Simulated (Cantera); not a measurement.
Ignition delay

Mixture: CO : H₂ : CH₄ : O₂ : N₂ : H₂O = 1 : 0.43 : 0.062 : 0.856 : 3.22 : 0.16 (molar parts), equivalence ratio 0.98, at 0.370 bar, adiabatic and at constant volume. Ignition delay is the time to a rise of 400 K.

Model: GRI-Mech 3.0 (53 species, 325 reactions), integrated in Cantera. Where the delays flatten at high temperature, the 400 K rule measures the pace of heat release, not the induction time.

```json
[
 {"T0 (K)": "1300", "delay (ms)": "0.145"},
 {"T0 (K)": "1400", "delay (ms)": "0.108"},
 {"T0 (K)": "1500", "delay (ms)": "0.0885"},
 {"T0 (K)": "1600", "delay (ms)": "0.0794"},
 {"T0 (K)": "1700", "delay (ms)": "0.0782"},
 {"T0 (K)": "1800", "delay (ms)": "0.0840"},
 {"T0 (K)": "1900", "delay (ms)": "0.0953"},
 {"T0 (K)": "2000", "delay (ms)": "0.111"},
 {"T0 (K)": "2100", "delay (ms)": "0.132"},
 {"T0 (K)": "2200", "delay (ms)": "0.160"}
]
```
